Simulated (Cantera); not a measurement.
What does this Cantera script print?

```python
import numpy as np
import cantera as ct

gas_names = """
    C CH CH2 CH3 CH4 C2 C2H C2H2,acetylene C2H2,vinylidene C2H3,vinyl C2H4 C2H5 C2H6 C3 C3H3,propargyl
    C3H4,allene C3H4,propyne C3H4,cyclo- C3H5,allyl C3H6,propylene C3H6,cyclo- C3H7,n-propyl
    C3H7,i-propyl C3H8 C4 C4H2 C4H4,1,3-cyclo- C4H6,butadiene C4H6,2-butyne C4H6,cyclo- C4H8,1-butene
    C4H8,cis2-buten C4H8,tr2-butene C4H8,isobutene C4H8,cyclo- C4H9,n-butyl C4H9,i-butyl C4H9,s-butyl
    C4H9,t-butyl C4H10,isobutane C4H10,n-butane C5 C5H6,1,3cyclo- C5H8,cyclo- C5H10,1-pentene
    C5H10,cyclo- C5H11,pentyl C5H11,t-pentyl C5H12,n-pentane C5H12,i-pentane CH3C(CH3)2CH3 C6H2
    C6H5,phenyl C6H6 C6H10,cyclo- C6H12,1-hexene C6H12,cyclo- C6H13,n-hexyl C7H7,benzyl C7H8
    C7H14,1-heptene C7H15,n-heptyl C7H16,n-heptane C8H8,styrene C8H10,ethylbenz C8H16,1-octene
    C8H17,n-octyl C8H18,isooctane C8H18,n-octane C9H19,n-nonyl C10H8,naphthale C10H21,n-decyl
    C12H9,o-bipheny C12H10,bipheny H H2 Si SiC SiC2 SiC4H12 SiH SiH2 SiH3 SiH4 Si2 Si2C Si3
""".split()
cond_names = """
    C(gr) C6H6(L) C7H8(L) C8H18(L),n-octa Si(cr) Si(L) SiC(b)
""".split()


def load(file, names, dense=False):
    # The tables refer to 1 bar. Condensed volumes are neglected.
    table = {s.name: s for s in ct.Species.list_from_file(file)}
    out = []
    for n in names:
        d = dict(table[n].input_data)
        d["thermo"] = dict(d["thermo"], **{"reference-pressure": 1e5})
        if dense:
            d["equation-of-state"] = {"model": "constant-volume", "density": "1e6 g/cm^3"}
        out.append(ct.Species.from_dict(d))
    return out


gas = ct.Solution(thermo="ideal-gas", species=load("nasa_gas.yaml", gas_names))
cond = {s.name: ct.Solution(thermo="fixed-stoichiometry", species=[s], name=s.name)
        for s in load("nasa_condensed.yaml", cond_names, dense=True)}
atoms = {
    'SiC': {'Si': 1, 'C': 1},
    'C': {'C': 1},
    'H2': {'H': 2},
}
top_T = {'C(gr)': 4500, 'SiC(b)': 3050}  # K; cautious upper limits of use, not melting points


def equilibrate(T, P, feed):
    n = {}
    for name, mol in feed.items():
        for a, k in atoms[name].items():
            n[a] = n.get(a, 0.0) + k * mol
    gas.TPX = T, P, n
    mass = sum(n.values()) * gas.mean_molecular_weight
    gas.equilibrate("TP")
    valid = [c for c in cond.values() if c.min_temp <= T <= top_T.get(c.name, c.max_temp)]
    mix = ct.Mixture([(gas, mass / gas.mean_molecular_weight)] + [(c, 0.0) for c in valid])
    mix.T, mix.P = T, P
    mix.equilibrate("TP", solver="vcs", rtol=1e-11, max_steps=5000)
    return mix


results = []
feed = {'SiC': 1, 'C': 0.02, 'H2': 0.13}  # mol
T = 2473  # K
P = 68  # Pa
mix = equilibrate(T, P, feed)
results.append((T, P, feed, dict(zip(mix.species_names, mix.species_moles))))
print(gas.report(threshold=1e-06))
for i in range(1, mix.n_phases):
    print(f"{mix.phase(i).name:16s} {mix.phase_moles(i):12.5e} mol")
```

It prints:

```
       temperature   2473 K
          pressure   68 Pa
           density   9.3495e-05 kg/m^3
  mean mol. weight   28.271 kg/kmol
   phase of matter   gas

                          1 kg             1 kmol
                     ---------------   ---------------
          enthalpy        1.7345e+07        4.9037e+08  J
   internal energy        1.6618e+07         4.698e+08  J
           entropy             10670        3.0166e+05  J/K
    Gibbs function       -9.0421e+06       -2.5563e+08  J
 heat capacity c_p            1074.4             30375  J/K
 heat capacity c_v            780.32             22060  J/K

                      mass frac. Y      mole frac. X     chem. pot. / RT
                     ---------------   ---------------   ---------------
                 C        7.1448e-05        0.00016817           -3.2378
                CH        4.7206e-07        1.0251e-06           -18.683
                C2         3.723e-05        4.3816e-05           -6.4756
               C2H        8.9536e-05        0.00010113            -21.92
    C2H2,acetylene        0.00029091        0.00031586           -37.365
                C3        0.00060919        0.00047796           -9.7135
              C4H2        2.2251e-06        1.2566e-06           -43.841
                C5        2.6834e-06        1.2632e-06           -16.189
                 H         0.0055183           0.15477           -15.445
                H2          0.002336          0.032759            -30.89
                Si           0.61579           0.61986           -9.2649
               SiC        0.00035039        0.00024705           -12.503
              SiC2           0.27392           0.14862           -15.741
               SiH        0.00082919        0.00080576            -24.71
              SiH2        3.5209e-06        3.3068e-06           -40.154
               Si2         0.0034387         0.0017307            -18.53
              Si2C          0.096612           0.04006           -21.768
               Si3        9.8073e-05        3.2907e-05           -27.795
     [  +69 minor]        7.2518e-07        6.0088e-07

C(gr)             6.21412e-01 mol
Si(L)             0.00000e+00 mol
SiC(b)            0.00000e+00 mol
```

Equilibrium computed with Cantera from the NASA thermochemical tables; the gas is ideal and each condensed phase is pure.
